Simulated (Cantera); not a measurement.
**Low-pressure radical oxidation in H2/O2**

An isothermal, constant-pressure homogeneous reactor starts with H2 : O2 : H2O = 0.015 : 1 : 0.088 (molar parts), equivalence ratio 0.0075, at 1123 K and 23.3 Torr.

Computed with Cantera and the H2/O2 subset of GRI-Mech 3.0, which has no nitrogen chemistry. Radical loss at walls, strong at low pressure, is not modelled.

```json
[
 {"t (s)": "0.000900", "x H2": "0.0136", "x O2": "0.907", "x O": "6.28e-8", "x H": "1.21e-8", "x OH": "4.35e-8"},
 {"t (s)": "0.00260", "x H2": "0.0134", "x O2": "0.906", "x O": "0.000136", "x H": "2.64e-5", "x OH": "9.27e-5"},
 {"t (s)": "0.00749", "x H2": "0.000305", "x O2": "0.901", "x O": "0.00425", "x H": "0.000651", "x OH": "0.00139"},
 {"t (s)": "0.0216", "x H2": "5.93e-5", "x O2": "0.905", "x O": "0.000855", "x H": "5.77e-5", "x OH": "0.000614"},
 {"t (s)": "0.0624", "x H2": "8.69e-6", "x O2": "0.906", "x O": "0.000131", "x H": "3.49e-6", "x OH": "0.000242"},
 {"t (s)": "0.180", "x H2": "1.40e-6", "x O2": "0.906", "x O": "2.27e-5", "x H": "2.51e-7", "x OH": "0.000101"},
 {"t (s)": "0.520", "x H2": "2.87e-7", "x O2": "0.906", "x O": "4.92e-6", "x H": "2.53e-8", "x OH": "4.70e-5"},
 {"t (s)": "1.50", "x H2": "7.16e-8", "x O2": "0.906", "x O": "1.28e-6", "x H": "3.34e-9", "x OH": "2.39e-5"},
 {"t (s)": "4.33", "x H2": "2.04e-8", "x O2": "0.906", "x O": "3.72e-7", "x H": "5.27e-10", "x OH": "1.29e-5"},
 {"t (s)": "12.5", "x H2": "6.40e-9", "x O2": "0.906", "x O": "1.18e-7", "x H": "9.45e-11", "x OH": "7.28e-6"},
 {"t (s)": "36.0", "x H2": "2.33e-9", "x O2": "0.906", "x O": "4.33e-8", "x H": "2.10e-11", "x OH": "4.40e-6"},
 {"t (s)": "104", "x H2": "1.36e-9", "x O2": "0.906", "x O": "2.52e-8", "x H": "9.45e-12", "x OH": "3.35e-6"},
 {"t (s)": "300", "x H2": "1.30e-9", "x O2": "0.906", "x O": "2.39e-8", "x H": "8.77e-12", "x OH": "3.27e-6"}
]
```
x: mole fraction; the columns are a selection and need not sum to one.

Equilibrium at this temperature and pressure: H2 1.30e-9, O2 0.906, O 2.39e-8, H 8.77e-12, OH 3.27e-6 (gas phase only).
